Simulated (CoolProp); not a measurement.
Vapour-liquid equilibrium of diethyl ether (1) + n-hexane (2) at 485 kPa; x and y are mole fractions of (1).

The numbers come from the multi-fluid Helmholtz-energy mixture model, Thol 2014 and Thol 2019; pair parameters Bell 2016 in CoolProp.

| x | bubble temperature (°C) | y at the bubble point | dew temperature at overall composition x (°C) | liquid density (mol/L) |
|---|---|---|---|---|
| 0.05 | 124.8 | 0.115 | 127.0 | 6.464 |
| 0.125 | 119.7 | 0.258 | 124.4 | 6.615 |
| 0.2 | 115.4 | 0.374 | 121.8 | 6.763 |
| 0.275 | 111.6 | 0.472 | 119.1 | 6.909 |
| 0.35 | 108.2 | 0.555 | 116.3 | 7.056 |
| 0.425 | 105.1 | 0.627 | 113.4 | 7.205 |
| 0.5 | 102.3 | 0.692 | 110.4 | 7.356 |
| 0.575 | 99.7 | 0.750 | 107.3 | 7.510 |
| 0.65 | 97.2 | 0.802 | 104.1 | 7.668 |
| 0.725 | 94.9 | 0.851 | 100.8 | 7.831 |
| 0.8 | 92.7 | 0.896 | 97.3 | 7.999 |
| 0.875 | 90.7 | 0.937 | 93.7 | 8.171 |
| 0.95 | 88.7 | 0.976 | 90.0 | 8.350 |

No azeotrope shows between x = 0.05 and 0.95.

The pair parameters rest on a limited set of measurements; away from them the model extrapolates.
